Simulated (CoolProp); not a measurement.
A simple Rankine cycle with R1336mzz(Z): condensing at 305.15 K, boiler at 2.18 MPa, turbine inlet 468.5 K, turbine efficiency 0.6, pump efficiency 0.6, no recuperator. Each further row changes one setting.

The numbers come from the reference Helmholtz-energy equation of state, McLinden 2020 in CoolProp.

```
case                             thermal efficiency (%)  net work (kJ/kg)  heat in (kJ/kg)  turbine exit temperature (K)  volume ratio over the turbine
-------------------------------  ----------------------  ----------------  ---------------  ----------------------------  -----------------------------
as stated                                             …              33.9              302                         412.3                           26.5
turbine inlet 488.5 K                              11.1              36.4              328                             …                              …
condensing temperature 297.15 K                    12.0              37.4              312                         408.5                              …
boiler pressure 1.53 MPa                           10.3              32.1              312                         422.9                           17.1
turbine efficiency 0.5                                …                 …              302                         418.1                           26.9
```

Task: What belongs in the gaps?

Result: 
- as stated, thermal efficiency (%): 11.2
- turbine inlet 488.5 K, turbine exit temperature (K): 434.1
- turbine inlet 488.5 K, volume ratio over the turbine: 25.2
- condensing temperature 297.15 K, volume ratio over the turbine: 35.8
- turbine efficiency 0.5, thermal efficiency (%): 9.2
- turbine efficiency 0.5, net work (kJ/kg): 27.8
